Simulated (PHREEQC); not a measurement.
Consider water at 15 °C with 0.93 mol/kgw NaBr, 0.00074 mol/kgw Sr(NO3)2 and 0.00013 mol/kgw CO2. Closed to the air; pH follows from the charge balance.

Model: ion-association model, phreeqc.dat, run in PHREEQC.

Precipitation was switched off in this run.

### Question
Estimate the pH.

### Answer
pH 5.06.

### Question
In which forms is C present?

### Answer
CO2 91 %, HCO3- 7.3 %, NaHCO3 1.6 % of the C.

The ionic strength is past about 0.7 mol/kgw, beyond the range of this activity model, so the values are rough.
